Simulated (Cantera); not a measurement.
Input: 1 mol SiH₂Cl₂, 0.025 mol HCl, 19 mol N₂, at 1050 °C and 1.33 mbar.

Equilibrium computed with Cantera from the NASA thermochemical tables; the gas is ideal and each condensed phase is pure. N₂ is the only nitrogen source here; it is nearly inert below about 1500 K, so the nitride shown seldom forms there in practice. The tables' values for SiCl₃ are old estimates; treat these amounts as uncertain. Rates play no part.

```csv
species,before,after
N₂,0.904,0.948
SiCl₄,0.00176,0.0489
HCl,0.0709,0.00125
H₂,0.0140,1.78e-9
SiHCl₃,1.76e-5,3.53e-9
SiCl₂,0.00808,9.20e-5
Cl,2.18e-5,0.00108
SiCl₃,0.00161,0.000907
"Si₃N₄(s), mol",0.255,0
```
Gas species are given as mole fractions.

### Question
Name the change that produced these shifts.
(A) SiH₂Cl₂ replaced by SiCl₄
(B) N₂ from 19 to 47 mol
(C) HCl from 0.025 to 0.46 mol
(D) temperature from 1050 °C to 1150 °C

### Answer
A, SiH₂Cl₂ replaced by SiCl₄
